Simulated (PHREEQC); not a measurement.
Make-up at 90 °C: 0.0058 mol/kgw MnSO4, 0.29 mol/kgw CuCl2 and 0.011 mol/kgw HCl. Closed to the air; pH follows from the charge balance.

Computed with PHREEQC (ion-association model, phreeqc.dat).

This is a speciation only: nothing precipitates in the calculation.

Order these Cu species by the share of Cu that they hold, largest first: CuCl2, Cu+2, CuCl+, CuSO4.

CuCl+ (67 %), Cu+2 (24 %), CuCl2 (7.9 %), CuSO4 (0.54 %)

The pH is 2.17 and the ionic strength 0.430 mol/kgw. Species that the database lacks are ignored. Constants without temperature data keep their 25 °C values here.
